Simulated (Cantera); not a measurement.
Input (Python, Cantera) and output of one run.

```python
import numpy as np
import cantera as ct

gas_names = """
    O SiH2 SiF2 HF SiO
""".split()
cond_names = """

""".split()


# ... load() reads the species with a 1 bar reference pressure and builds the phases ...
species = {s.name: s for s in load("nasa_gas.yaml", gas_names) + load("nasa_condensed.yaml", cond_names)}
# Each term lists the table entries of one substance; the one whose range holds T is used.
reactions = {
    '2 O(g) + SiH2(g) + SiF2(g) = 2 HF(g) + 2 SiO(g)':
        [(-2, ['O']), (-1, ['SiH2']), (-1, ['SiF2']), (2, ['HF']), (2, ['SiO'])],
}


def pick(names, T):
    return next(species[n] for n in names if species[n].thermo.min_temp <= T <= species[n].thermo.max_temp)


results = []
for label, terms in reactions.items():
    print(label)
    print("     T/K   dH/kJ  dS/(J/K)   dG/kJ   log10 K")
    for T in [300, 1975, 2125, 2275, 2425, 2575, 2725, 2875]:
        used = [(nu, pick(names, T)) for nu, names in terms]
        dH = sum(nu * s.thermo.h(T) for nu, s in used) / 1e6
        dS = sum(nu * s.thermo.s(T) for nu, s in used) / 1e3
        dG = dH - T * dS / 1e3
        logK = -dG * 1e6 / (ct.gas_constant * T * np.log(10))
        results.append((label, T, dH, dS, dG, logK, [s.name for _, s in used]))
        print(f"{T:8g} {dH:8.1f} {dS:8.1f} {dG:8.1f} {logK:8.2f}")
```

It prints:

```
2 O(g) + SiH2(g) + SiF2(g) = 2 HF(g) + 2 SiO(g)
     T/K   dH/kJ  dS/(J/K)   dG/kJ   log10 K
     300   -901.8    -15.6   -897.1   156.20
    1975   -932.6    -47.8   -838.3    22.17
    2125   -934.8    -48.8   -831.0    20.43
    2275   -936.8    -49.8   -823.6    18.91
    2425   -938.7    -50.6   -816.1    17.58
    2575   -940.5    -51.3   -808.5    16.40
    2725   -942.2    -51.9   -800.7    15.35
    2875   -943.8    -52.5   -792.9    14.41
```

Cantera with NASA thermochemical tables; ideal gases at 1 bar, condensed phases pure. The tables' values for SiF2 are old estimates. Condensed species are held in their standard states even where they would react or evaporate.
